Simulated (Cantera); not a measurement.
A perfectly stirred reactor is fed with H2 : O2 : N2 = 1 : 0.61 : 2.29 (molar parts), at 9.87 atm; it is adiabatic with a 450 K inlet, and is followed from long to short residence time, starting on the burning branch (τ in s: 0.22, 0.055, 0.014, 0.0035, 0.00089, 0.00023, 5.7e-05, 1.5e-05, 3.7e-06).

Model: GRI-Mech 3.0 (53 species, 325 reactions), integrated in Cantera. The hydrogen kinetics of GRI-Mech 3.0 are dated; newer H2 mechanisms differ, most at raised pressure.

**Question.** What does this change do: O2 0.61 to 0.81 parts?

**Answer.** 
```
quantity                                                                          before                                   after
------------------------------------------------  --------------------------------------  --------------------------------------
blow-out, bracketed by the residence times tried  burning at 3.70 µs, the shortest tried  burning at 3.70 µs, the shortest tried
x(H2) at τ = 0.220 s                                                             0.00129                                0.000439
x(O2) at τ = 0.220 s                                                              0.0290                                  0.0818
x(NO) at τ = 0.220 s                                                             0.00524                                 0.00637
x(H) at τ = 0.220 s                                                             0.000126                                 4.62e-5
x(H2O2) at τ = 0.220 s                                                           7.34e-7                                 9.33e-7
x(H2) at τ = 0.890 ms                                                            0.00223                                0.000845
x(O2) at τ = 0.890 ms                                                             0.0316                                  0.0847
x(NO) at τ = 0.890 ms                                                           0.000336                                0.000181
x(H) at τ = 0.890 ms                                                            0.000261                                 9.79e-5
x(H2O2) at τ = 0.890 ms                                                          9.00e-7                                 1.08e-6
```

**Question.** What does this change do: H2 1 to 1.4 parts?

**Answer.** 
```
quantity                                                                          before                                   after
------------------------------------------------  --------------------------------------  --------------------------------------
blow-out, bracketed by the residence times tried  burning at 3.70 µs, the shortest tried  burning at 3.70 µs, the shortest tried
x(H2) at τ = 0.220 s                                                             0.00129                                  0.0501
x(O2) at τ = 0.220 s                                                              0.0290                                0.000193
x(NO) at τ = 0.220 s                                                             0.00524                                0.000638
x(H) at τ = 0.220 s                                                             0.000126                                 0.00200
x(H2O2) at τ = 0.220 s                                                           7.34e-7                                 1.06e-7
x(H2) at τ = 0.890 ms                                                            0.00223                                  0.0510
x(O2) at τ = 0.890 ms                                                             0.0316                                0.000708
x(NO) at τ = 0.890 ms                                                           0.000336                                0.000341
x(H) at τ = 0.890 ms                                                            0.000261                                 0.00316
x(H2O2) at τ = 0.890 ms                                                          9.00e-7                                 2.56e-7
```
